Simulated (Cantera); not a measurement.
An adiabatic, constant-pressure homogeneous reactor starts with CO : H₂ : O₂ : N₂ = 1 : 0.47 : 0.565 : 2.13 (molar parts), equivalence ratio 1.3, at 1175 K and 17.0 bar. Integrator tolerance rtol = 1e-08.

Computed with Cantera and GRI-Mech 3.0 (53 species, 325 reactions). The hydrogen kinetics of GRI-Mech 3.0 are dated; newer H2 mechanisms differ, most at raised pressure. The pressure lies above the range GRI-Mech 3.0 was tuned for (to about 10 atm).

What does this change do: O2 0.565 to 0.32 parts?


```csv
quantity,before,after
time of steepest temperature rise,69.6 µs,74.7 µs
temperature at 9.00 s,2907 K,2382 K
equilibrium temperature,2907 K,2382 K
x(CO) at 9.00 s,0.109 (gas-phase equilibrium 0.109),0.194 (gas-phase equilibrium 0.194)
x(H₂) at 9.00 s,0.0103 (gas-phase equilibrium 0.0103),0.0367 (gas-phase equilibrium 0.0367)
x(O₂) at 9.00 s,0.00733 (gas-phase equilibrium 0.00733),4.11e-6 (gas-phase equilibrium 4.11e-6)
x(N₂O) at 9.00 s,1.35e-6 (gas-phase equilibrium 1.35e-6),1.41e-8 (gas-phase equilibrium 1.41e-8)
x(H₂O₂) at 9.00 s,5.90e-7 (gas-phase equilibrium 5.90e-7),4.22e-9 (gas-phase equilibrium 4.22e-9)
x(NO) at 9.00 s,0.00681 (gas-phase equilibrium 0.00681),7.12e-5 (gas-phase equilibrium 7.12e-5)
```
